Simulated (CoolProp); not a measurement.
Carbon monoxide along the isobar 2840 kPa: Z from the reference equation and from simpler models built on Tc = -140.3 °C, pc = 3498 kPa, ω = 0.050; each cubic takes its own stable root.

The numbers come from the reference Helmholtz-energy equation of state, Lemmon 2006 in CoolProp. It is a short technical equation, of lower accuracy than the large ones.

```csv
T (°C),phase,reference,van der Waals,Redlich-Kwong,Peng-Robinson
-140.65,gas,0.6259,0.6610,0.6247,0.5979
-129.95,gas,0.7435,0.7507,0.7391,0.7168
-119.35,gas,0.8077,0.8046,0.8032,0.7843
-108.65,gas,0.8511,0.8426,0.8467,0.8307
-97.95,gas,0.8823,0.8708,0.8781,0.8646
-87.35,gas,0.9056,0.8923,0.9014,0.8900
-76.65,gas,0.9239,0.9094,0.9197,0.9101
-65.95,gas,0.9383,0.9233,0.9340,0.9260
-55.35,gas,0.9498,0.9346,0.9455,0.9389
-44.65,gas,0.9593,0.9440,0.9549,0.9494
-33.95,gas,0.9671,0.9519,0.9626,0.9582
-23.35,gas,0.9736,0.9586,0.9690,0.9655
-12.65,gas,0.9790,0.9643,0.9744,0.9716
```
